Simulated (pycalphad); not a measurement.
Computed with pycalphad from the COST 507 light-alloy database (1999), at 1 atm. These are 1990s assessments: newer ones move some temperatures and phases. Phase fractions are per mole of atoms. Diffusion is slow at the low end, where real alloys seldom reach equilibrium.

### Question
Give the equilibrium state of Ti-50.22Hf-1.056B (wt.%) at 427 °C.

### Answer
```
T = 700.00 K, P = 101325 Pa, N = 1 mol of atoms
G = -40415 J/mol, H = 1372 J/mol, S = 59.70 J/(mol K)  (SER reference)
chemical potentials (J/mol): Ti -27967, Hf -40490, B -169958
phase             fraction      x(Ti)      x(Hf)       x(B)
HCP_A3              0.8605     0.7668     0.2331   0.000168
BM                  0.1395     0.4939     0.0061     0.5000
```

### Question
Give the equilibrium state of Ti-50.22Hf-1.056B (wt.%) at 1527 °C.

### Answer
```
T = 1800.00 K, P = 101325 Pa, N = 1 mol of atoms
G = -126937 J/mol, H = 39388 J/mol, S = 92.40 J/(mol K)  (SER reference)
chemical potentials (J/mol): Ti -112126, Hf -155098, B -200208
phase             fraction      x(Ti)      x(Hf)       x(B)
BCC_A2              0.8644     0.7705     0.2271     0.0024
BM                  0.1356     0.4625     0.0375     0.5000
```

Database names, with the compositions (at.%) that they take in these runs: BM: Ti 46-50 B 50 Hf 0-4. BCC_A2 is bcc; HCP_A3 is hcp.
